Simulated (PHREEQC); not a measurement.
## Acid rinse or clean: an equilibrium model

Consider water at 25 °C with 0.0012 mol/kgw H2SO4, 0.02 mol/kgw NaCl and 0.000407 mol/kgw CuCl2. It is in equilibrium with CO2 at log p = -3.4 (atm). Otherwise closed; pH follows from the charge balance.

The numbers come from PHREEQC with the ion-association model, phreeqc.dat.

| Item | Value |
|---|---|
| pH | 2.70 |
| ionic strength | 0.0243 mol/kgw |
| specific conductance | 3220 µS/cm |
| total alkalinity | -2.40 meq/kg |

```
species  molality  activity   log γ
-------  --------  --------  ------
Cl-        0.0208    0.0178  -0.067
Na+        0.0199    0.0172  -0.064
H+        0.00227   0.00201  -0.054
SO4-2    0.000995  0.000554  -0.254
Cu+2     0.000371  0.000212  -0.243
HSO4-    0.000126  0.000108  -0.065
NaSO4-    5.52e-5   4.78e-5  -0.062
CuSO4     2.39e-5   2.40e-5   0.002
CO2       1.35e-5   1.36e-5   0.002
CuCl+     1.19e-5   1.02e-5  -0.066
CuCl2     9.70e-8   9.75e-8   0.002
HCO3-     3.46e-9   3.00e-9  -0.062
CuOH+     1.23e-9   1.05e-9  -0.066
```

This is a speciation only: nothing precipitates in the calculation.
